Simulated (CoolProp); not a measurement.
Vapour-liquid equilibrium of CH2F2 (R32) (1) + methanol (2) at 287.1 K; x and y are mole fractions of (1).

Values from CoolProp's multi-fluid Helmholtz-energy mixture model, Tillner-Roth 1997 and de Reuck 1993; pair parameters Bell 2016.

```json
[
 {"x": "0.05", "bubble pressure (kPa)": "200.1", "y at the bubble point": "0.953", "dew pressure at overall composition x (kPa)": "9.824", "liquid density (mol/L)": "24.73"},
 {"x": "0.2", "bubble pressure (kPa)": "(withheld)", "y at the bubble point": "0.984", "dew pressure at overall composition x (kPa)": "11.65", "liquid density (mol/L)": "(withheld)"},
 {"x": "0.35", "bubble pressure (kPa)": "828.5", "y at the bubble point": "0.988", "dew pressure at overall composition x (kPa)": "14.32", "liquid density (mol/L)": "23.70"},
 {"x": "0.5", "bubble pressure (kPa)": "921.6", "y at the bubble point": "0.990", "dew pressure at overall composition x (kPa)": "18.61", "liquid density (mol/L)": "23.00"},
 {"x": "0.65", "bubble pressure (kPa)": "973.2", "y at the bubble point": "0.991", "dew pressure at overall composition x (kPa)": "26.58", "liquid density (mol/L)": "(withheld)"},
 {"x": "0.8", "bubble pressure (kPa)": "1042", "y at the bubble point": "0.992", "dew pressure at overall composition x (kPa)": "46.57", "liquid density (mol/L)": "21.09"},
 {"x": "0.95", "bubble pressure (kPa)": "1175", "y at the bubble point": "0.997", "dew pressure at overall composition x (kPa)": "188.3", "liquid density (mol/L)": "19.81"}
]
```

Question: Complete the blanks.

Answer: 
- 0.2, bubble pressure (kPa): 614.9
- 0.2, liquid density (mol/L): 24.28
- 0.65, liquid density (mol/L): 22.13

No azeotrope shows between x = 0.05 and 0.95.

The pair parameters rest on a limited set of measurements; away from them the model extrapolates. The gap from Raoult's law changes sign with composition, which may be real or a fault of the pair parameters; it wasn't checked against measurements. With so large a gap from Raoult's law the liquid may split in two, which this calculation doesn't test in full.
